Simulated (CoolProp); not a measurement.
Vapour-liquid equilibrium of carbon dioxide (1) + R152A (2) at -5.95 °C; x and y are mole fractions of (1).

Values from CoolProp's multi-fluid Helmholtz-energy mixture model, Span 1996 and Outcalt 1996; pair parameters Bell 2016.

```csv
x,bubble pressure (bar),y at the bubble point,dew pressure at overall composition x (bar),liquid density (mol/L)
0.05,3.344,0.376,2.231,15.00
0.125,5.210,0.615,2.418,15.43
0.2,7.098,0.730,2.637,15.88
0.275,9.001,0.797,2.899,16.34
0.35,10.92,0.842,3.216,16.83
0.425,12.85,0.875,3.609,17.34
0.5,14.80,0.900,4.110,17.88
0.575,16.78,0.920,4.769,18.43
0.65,18.81,0.937,5.676,19.01
0.725,20.90,0.952,6.999,19.60
0.8,23.09,0.966,9.098,20.21
0.875,25.41,0.979,12.85,20.83
0.95,27.89,0.991,20.59,21.45
```

No azeotrope shows between x = 0.05 and 0.95.

The pair parameters rest on a limited set of measurements; away from them the model extrapolates.
